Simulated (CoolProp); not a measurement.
R407C at 293.15 K and 6.4 MPa flows at 1.3 m/s in a round tube of 12.7 mm bore and 1.5 µm roughness, fully developed (64/Re and Nu = 3.66 if laminar; Colebrook and Gnielinski if turbulent). Each further row changes one setting.

Computed with CoolProp (reference Helmholtz-energy equation of state, Lemmon 2003). It is a pseudo-pure fit of the blend.

```json
[
 {"case": "as stated", "Reynolds number": "110000", "Darcy friction factor": "0.0183", "pressure drop (Pa/m)": "1450", "heat-transfer coefficient (W/(m² K))": "3130", "mass flow (kg/h)": "706"},
 {"case": "velocity 2.6 m/s", "Reynolds number": "221000", "Darcy friction factor": "0.0163", "pressure drop (Pa/m)": "5160", "heat-transfer coefficient (W/(m² K))": "5730", "mass flow (kg/h)": "1410"},
 {"case": "diameter 25.4 mm", "Reynolds number": "221000", "Darcy friction factor": "0.0158", "pressure drop (Pa/m)": "627", "heat-transfer coefficient (W/(m² K))": "2800", "mass flow (kg/h)": "2820"}
]
```

Viscosity comes from a separate model (Geller 2000). Thermal conductivity comes from a separate model (Geller 2001).
